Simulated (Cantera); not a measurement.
A Cantera script and what it prints.

```python
import numpy as np
import cantera as ct

gas_names = """
    C CN CO CO2 C2 CCN CNC C2N2 C2O C3 C3O2 C4 C4N2 C5 Fe FeC5O5 FeO N NCO NO NO2 NO3 N2 N2O O O2 O3
""".split()
cond_names = """
    C(gr) Fe(a) Fe(c) Fe(d) Fe(L) FeC5O5(L) FeO(s) FeO(L) Fe2O3(s) Fe3O4(s)
""".split()


# ... load() reads the species with a 1 bar reference pressure and builds the phases ...
atoms = {
    'Fe(CO)5': {'Fe': 1, 'C': 5, 'O': 5},
    'N2': {'N': 2},
}
top_T = {'C(gr)': 4500, 'Fe2O3(s)': 1830, 'Fe3O4(s)': 1870}  # K; cautious upper limits of use, not melting points


# ... equilibrate(T, P, feed) seeds the gas with the atoms and calls Mixture.equilibrate('TP', solver="vcs", rtol=1e-11, max_steps=5000) ...
results = []
feed = {'Fe(CO)5': 1, 'N2': 27}  # mol
P = 100000  # Pa
for T in [1000, 1025, 1050, 1075, 1100, 1125, 1150, 1175, 1200, 1225, 1250, 1275, 1300, 1325]:
    mix = equilibrate(T, P, feed)
    results.append((T, P, feed, dict(zip(mix.species_names, mix.species_moles))))
    x = sorted(zip(gas.X, gas.species_names), reverse=True)
    print(f"T = {T:g} K  P = {P:g} Pa  gas = {mix.phase_moles(0):.4g} mol")
    print("   x: " + "  ".join(f"{s} {v:.3e}" for v, s in x if v > 1e-06))
    print("   condensed (mol): " + ("  ".join(f"{mix.phase(i).name} {mix.phase_moles(i):.4g}"
          for i in range(1, mix.n_phases) if mix.phase_moles(i) > 1e-12) or "none"))
```

Output:

```
T = 1000 K  P = 100000 Pa  gas = 31.66 mol
   x: N2 8.527e-01  CO 1.367e-01  CO2 1.060e-02
   condensed (mol): C(gr) 0.3357  Fe(a) 1
T = 1025 K  P = 100000 Pa  gas = 31.78 mol
   x: N2 8.497e-01  CO 1.432e-01  CO2 7.058e-03
   condensed (mol): C(gr) 0.2243  Fe(a) 1
T = 1050 K  P = 100000 Pa  gas = 31.85 mol
   x: N2 8.477e-01  CO 1.477e-01  CO2 4.661e-03
   condensed (mol): C(gr) 0.1485  Fe(a) 1
T = 1075 K  P = 100000 Pa  gas = 31.9 mol
   x: N2 8.463e-01  CO 1.506e-01  CO2 3.081e-03
   condensed (mol): C(gr) 0.0983  Fe(a) 1
T = 1100 K  P = 100000 Pa  gas = 31.93 mol
   x: N2 8.455e-01  CO 1.525e-01  CO2 2.052e-03
   condensed (mol): C(gr) 0.06552  Fe(a) 1
T = 1125 K  P = 100000 Pa  gas = 31.96 mol
   x: N2 8.449e-01  CO 1.537e-01  CO2 1.381e-03
   condensed (mol): C(gr) 0.04414  Fe(a) 1
T = 1150 K  P = 100000 Pa  gas = 31.97 mol
   x: N2 8.445e-01  CO 1.545e-01  CO2 9.418e-04
   condensed (mol): C(gr) 0.03011  Fe(a) 1
T = 1175 K  P = 100000 Pa  gas = 31.98 mol
   x: N2 8.443e-01  CO 1.550e-01  CO2 6.511e-04
   condensed (mol): C(gr) 0.02082  Fe(a) 1
T = 1200 K  P = 100000 Pa  gas = 31.99 mol
   x: N2 8.441e-01  CO 1.554e-01  CO2 4.565e-04
   condensed (mol): C(gr) 0.0146  Fe(c) 1
T = 1225 K  P = 100000 Pa  gas = 31.99 mol
   x: N2 8.440e-01  CO 1.557e-01  CO2 3.244e-04
   condensed (mol): C(gr) 0.01038  Fe(c) 1
T = 1250 K  P = 100000 Pa  gas = 31.99 mol
   x: N2 8.439e-01  CO 1.558e-01  CO2 2.337e-04
   condensed (mol): C(gr) 0.007475  Fe(c) 1
T = 1275 K  P = 100000 Pa  gas = 31.99 mol
   x: N2 8.439e-01  CO 1.559e-01  CO2 1.705e-04
   condensed (mol): C(gr) 0.005454  Fe(c) 1
T = 1300 K  P = 100000 Pa  gas = 32 mol
   x: N2 8.439e-01  CO 1.560e-01  CO2 1.259e-04
   condensed (mol): C(gr) 0.004028  Fe(c) 1
T = 1325 K  P = 100000 Pa  gas = 32 mol
   x: N2 8.438e-01  CO 1.561e-01  CO2 9.407e-05
   condensed (mol): C(gr) 0.00301  Fe(c) 1
```

These are equilibrium values from Cantera (NASA tables, ideal gas, pure condensed phases), not measurements of a reactor. Condensed phases not in the tables: cementite and carbon dissolved in iron.
